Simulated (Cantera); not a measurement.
Input (Python, Cantera) and output of one run.

```python
import numpy as np
import cantera as ct

gas_names = """
    CL CL2 Fe FeCL FeCL2 FeCL3 Fe2CL4 Fe2CL6 H HCL H2 N NH NH2 NH3 N2 N2H2 N2H4
""".split()
cond_names = """
    Fe(a) Fe(c) Fe(d) Fe(L) FeCL2(s) FeCL2(L) FeCL3(s) FeCL3(L) NH4CL(a) NH4CL(b)
""".split()


def load(file, names, dense=False):
    # The tables refer to 1 bar. Condensed volumes are neglected.
    table = {s.name: s for s in ct.Species.list_from_file(file)}
    out = []
    for n in names:
        d = dict(table[n].input_data)
        d["thermo"] = dict(d["thermo"], **{"reference-pressure": 1e5})
        if dense:
            d["equation-of-state"] = {"model": "constant-volume", "density": "1e6 g/cm^3"}
        out.append(ct.Species.from_dict(d))
    return out


gas = ct.Solution(thermo="ideal-gas", species=load("nasa_gas.yaml", gas_names))
cond = {s.name: ct.Solution(thermo="fixed-stoichiometry", species=[s], name=s.name)
        for s in load("nasa_condensed.yaml", cond_names, dense=True)}
atoms = {
    'FeCl2': {'Fe': 1, 'CL': 2},
    'HCl': {'H': 1, 'CL': 1},
    'N2': {'N': 2},
}
top_T = {}  # K; cautious upper limits of use, not melting points


def equilibrate(T, P, feed):
    n = {}
    for name, mol in feed.items():
        for a, k in atoms[name].items():
            n[a] = n.get(a, 0.0) + k * mol
    gas.TPX = T, P, n
    mass = sum(n.values()) * gas.mean_molecular_weight
    gas.equilibrate("TP")
    valid = [c for c in cond.values() if c.min_temp <= T <= top_T.get(c.name, c.max_temp)]
    mix = ct.Mixture([(gas, mass / gas.mean_molecular_weight)] + [(c, 0.0) for c in valid])
    mix.T, mix.P = T, P
    mix.equilibrate("TP", solver="vcs", rtol=1e-11, max_steps=5000)
    return mix


results = []
feed = {'FeCl2': 1, 'HCl': 2.7, 'N2': 150}  # mol
P = 13332.2  # Pa
for T in [648, 798, 948, 1098, 1248, 1398, 1548, 1698, 1848, 1998]:
    mix = equilibrate(T, P, feed)
    results.append((T, P, feed, dict(zip(mix.species_names, mix.species_moles))))
    x = sorted(zip(gas.X, gas.species_names), reverse=True)
    print(f"T = {T:g} K  P = {P:g} Pa  gas = {mix.phase_moles(0):.4g} mol")
    print("   x: " + "  ".join(f"{s} {v:.3e}" for v, s in x if v > 0.001))
    print("   condensed (mol): " + ("  ".join(f"{mix.phase(i).name} {mix.phase_moles(i):.4g}"
          for i in range(1, mix.n_phases) if mix.phase_moles(i) > 1e-12) or "none"))
```

It prints:

```
T = 648 K  P = 13332.2 Pa  gas = 152.7 mol
   x: N2 9.823e-01  HCL 1.768e-02
   condensed (mol): FeCL2(s) 0.9999
T = 798 K  P = 13332.2 Pa  gas = 152.8 mol
   x: N2 9.816e-01  HCL 1.766e-02
   condensed (mol): FeCL2(s) 0.8829
T = 948 K  P = 13332.2 Pa  gas = 153.7 mol
   x: N2 9.761e-01  HCL 1.755e-02  FeCL2 6.187e-03
   condensed (mol): none
T = 1098 K  P = 13332.2 Pa  gas = 153.7 mol
   x: N2 9.759e-01  HCL 1.755e-02  FeCL2 6.461e-03
   condensed (mol): none
T = 1248 K  P = 13332.2 Pa  gas = 153.7 mol
   x: N2 9.759e-01  HCL 1.755e-02  FeCL2 6.488e-03
   condensed (mol): none
T = 1398 K  P = 13332.2 Pa  gas = 153.7 mol
   x: N2 9.759e-01  HCL 1.752e-02  FeCL2 6.497e-03
   condensed (mol): none
T = 1548 K  P = 13332.2 Pa  gas = 153.7 mol
   x: N2 9.759e-01  HCL 1.742e-02  FeCL2 6.502e-03
   condensed (mol): none
T = 1698 K  P = 13332.2 Pa  gas = 153.7 mol
   x: N2 9.757e-01  HCL 1.718e-02  FeCL2 6.502e-03
   condensed (mol): none
T = 1848 K  P = 13332.2 Pa  gas = 153.8 mol
   x: N2 9.755e-01  HCL 1.667e-02  FeCL2 6.498e-03
   condensed (mol): none
T = 1998 K  P = 13332.2 Pa  gas = 153.9 mol
   x: N2 9.749e-01  HCL 1.581e-02  FeCL2 6.452e-03  CL 1.824e-03
   condensed (mol): none
```

Cantera equilibrium calculation (NASA polynomials, part measured and part estimated; ideal gas, pure solids and liquids).
